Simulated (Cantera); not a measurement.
An adiabatic, constant-volume homogeneous reactor starts with CH3OH : O2 : N2 = 1 : 0.938 : 3.52 (molar parts), equivalence ratio 1.6, at 1550 K and 68000 Pa. Integrator tolerance rtol = 1e-08.

Cantera simulation using GRI-Mech 3.0 (53 species, 325 reactions); the numbers are that mechanism's predictions, not measurements. GRI-Mech 3.0 was tuned for natural gas; its chemistry of methanol as a main component is partial and can be far from experiment.

### Question
What does this change do: N2 3.52 to 2.5 parts?

### Answer
```json
[
 {"quantity": "time of steepest temperature rise", "before": "0.158 ms", "after": "0.143 ms"},
 {"quantity": "temperature at 0.600 s", "before": "2872 K", "after": "2954 K"},
 {"quantity": "equilibrium temperature", "before": "2872 K", "after": "2954 K"},
 {"quantity": "x(CH3OH) at 0.600 s", "before": "<1e-12 (gas-phase equilibrium <1e-12)", "after": "<1e-12 (gas-phase equilibrium <1e-12)"},
 {"quantity": "x(O2) at 0.600 s", "before": "0.00400 (gas-phase equilibrium 0.00400)", "after": "0.00603 (gas-phase equilibrium 0.00603)"},
 {"quantity": "x(O) at 0.600 s", "before": "0.00366 (gas-phase equilibrium 0.00366)", "after": "0.00582 (gas-phase equilibrium 0.00582)"},
 {"quantity": "x(H2O2) at 0.600 s", "before": "2.26e-7 (gas-phase equilibrium 2.26e-7)", "after": "3.75e-7 (gas-phase equilibrium 3.75e-7)"},
 {"quantity": "x(CH4) at 0.600 s", "before": "<1e-12 (gas-phase equilibrium <1e-12)", "after": "<1e-12 (gas-phase equilibrium <1e-12)"}
]
```

### Question
What does this change do: initial temperature 1550 to 1723 K?

### Answer
```json
[
 {"quantity": "time of steepest temperature rise", "before": "0.158 ms", "after": "41.3 µs"},
 {"quantity": "temperature at 0.600 s", "before": "2872 K", "after": "2919 K"},
 {"quantity": "equilibrium temperature", "before": "2872 K", "after": "2919 K"},
 {"quantity": "x(CH3OH) at 0.600 s", "before": "<1e-12 (gas-phase equilibrium <1e-12)", "after": "<1e-12 (gas-phase equilibrium <1e-12)"},
 {"quantity": "x(O2) at 0.600 s", "before": "0.00400 (gas-phase equilibrium 0.00400)", "after": "0.00534 (gas-phase equilibrium 0.00534)"},
 {"quantity": "x(O) at 0.600 s", "before": "0.00366 (gas-phase equilibrium 0.00366)", "after": "0.00523 (gas-phase equilibrium 0.00523)"},
 {"quantity": "x(H2O2) at 0.600 s", "before": "2.26e-7 (gas-phase equilibrium 2.26e-7)", "after": "2.59e-7 (gas-phase equilibrium 2.59e-7)"},
 {"quantity": "x(CH4) at 0.600 s", "before": "<1e-12 (gas-phase equilibrium <1e-12)", "after": "<1e-12 (gas-phase equilibrium <1e-12)"}
]
```
